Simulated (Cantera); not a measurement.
A Cantera script and what it prints.

```python
import numpy as np
import cantera as ct

gas_names = """
    O2 CO
""".split()
cond_names = """
    C(gr) V(cr) V(L) V2O5(s) V2O5(L) Ta(cr) Ta(L) Ta2O5(s) Ta2O5(L)
""".split()


# ... load() reads the species with a 1 bar reference pressure and builds the phases ...
species = {s.name: s for s in load("nasa_gas.yaml", gas_names) + load("nasa_condensed.yaml", cond_names)}
# Each term lists the table entries of one substance; the one whose range holds T is used.
reactions = {
    '2 C + O2(g) = 2 CO(g)':
        [(-2, ['C(gr)']), (-1, ['O2']), (2, ['CO'])],
    '0.8 V + O2(g) = 0.4 V2O5':
        [(-0.8, ['V(cr)', 'V(L)']), (-1, ['O2']), (0.4, ['V2O5(s)', 'V2O5(L)'])],
    '0.8 Ta + O2(g) = 0.4 Ta2O5':
        [(-0.8, ['Ta(cr)', 'Ta(L)']), (-1, ['O2']), (0.4, ['Ta2O5(s)', 'Ta2O5(L)'])],
}


def pick(names, T):
    return next(species[n] for n in names if species[n].thermo.min_temp <= T <= species[n].thermo.max_temp)


results = []
for label, terms in reactions.items():
    print(label)
    print("     T/K   dH/kJ  dS/(J/K)   dG/kJ   log10 K")
    for T in [1373, 1473, 1573, 1673, 1773, 1873, 1973, 2073, 2173, 2273, 2373]:
        used = [(nu, pick(names, T)) for nu, names in terms]
        dH = sum(nu * s.thermo.h(T) for nu, s in used) / 1e6
        dS = sum(nu * s.thermo.s(T) for nu, s in used) / 1e3
        dG = dH - T * dS / 1e3
        logK = -dG * 1e6 / (ct.gas_constant * T * np.log(10))
        results.append((label, T, dH, dS, dG, logK, [s.name for _, s in used]))
        print(f"{T:8g} {dH:8.1f} {dS:8.1f} {dG:8.1f} {logK:8.2f}")
```

Result:

```
2 C + O2(g) = 2 CO(g)
     T/K   dH/kJ  dS/(J/K)   dG/kJ   log10 K
    1373   -228.7    172.6   -465.7    17.72
    1473   -230.1    171.6   -482.9    17.12
    1573   -231.5    170.7   -500.0    16.60
    1673   -232.9    169.8   -517.0    16.14
    1773   -234.4    169.0   -534.0    15.73
    1873   -235.9    168.1   -550.8    15.36
    1973   -237.4    167.3   -567.6    15.03
    2073   -239.0    166.6   -584.3    14.72
    2173   -240.6    165.8   -600.9    14.44
    2273   -242.2    165.1   -617.5    14.19
    2373   -243.9    164.4   -633.9    13.95
0.8 V + O2(g) = 0.4 V2O5
     T/K   dH/kJ  dS/(J/K)   dG/kJ   log10 K
    1373   -579.8   -129.9   -401.5    15.28
    1473   -578.6   -129.0   -388.6    13.78
    1573   -577.4   -128.2   -375.7    12.48
    1673   -576.3   -127.5   -363.0    11.33
    1773   -575.4   -127.0   -350.2    10.32
    1873   -574.6   -126.6   -337.6     9.41
    1973   -573.9   -126.2   -324.9     8.60
    2073   -573.4   -125.9   -312.3     7.87
    2173   -573.0   -125.8   -299.7     7.20
    2273   -591.1   -134.0   -286.5     6.58
    2373   -591.1   -134.0   -273.1     6.01
0.8 Ta + O2(g) = 0.4 Ta2O5
     T/K   dH/kJ  dS/(J/K)   dG/kJ   log10 K
    1373   -803.8   -162.6   -580.6    22.09
    1473   -802.2   -161.4   -564.3    20.01
    1573   -800.5   -160.3   -548.3    18.21
    1673   -798.8   -159.3   -532.3    16.62
    1773   -797.1   -158.3   -516.4    15.21
    1873   -795.4   -157.4   -500.6    13.96
    1973   -793.7   -156.5   -484.9    12.84
    2073   -743.8   -132.2   -469.7    11.83
    2173   -740.4   -130.6   -456.5    10.97
    2273   -737.1   -129.2   -443.5    10.19
    2373   -733.9   -127.8   -430.7     9.48
```

Cantera with NASA thermochemical tables; ideal gases at 1 bar, condensed phases pure. Condensed species are held in their standard states even where they would react or evaporate.
